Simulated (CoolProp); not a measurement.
A single-stage vapour-compression cycle with R507A: evaporating at 212.15 K (dew point), condensing at 254.15 K (bubble point), superheat 5 K, subcooling 8 K, compressor efficiency 0.75, no pressure losses. Each further row changes one setting.

Model: reference Helmholtz-energy equation of state, Lemmon 2003, in CoolProp. It is a pseudo-pure fit of the blend.

| case | cooling COP | pressure ratio | discharge temperature (K) | refrigerating effect (kJ/kg) | volumetric capacity (kJ/m³) |
|---|---|---|---|---|---|
| as stated | 3.35 | 6.76 | 286.4 | 167 | 453 |
| evaporating temperature 217.15 K | 3.98 | 5.15 | 282.0 | 170 | 596 |
| condensing temperature 249.15 K | 3.89 | 5.60 | 279.3 | 173 | 471 |
| subcooling 13 K | 3.48 | 6.76 | 286.4 | 173 | 471 |
| superheat 15 K | 3.33 | 6.76 | 297.4 | 174 | 451 |
| compressor efficiency 0.65 | 2.90 | 6.76 | 294.9 | 167 | 453 |
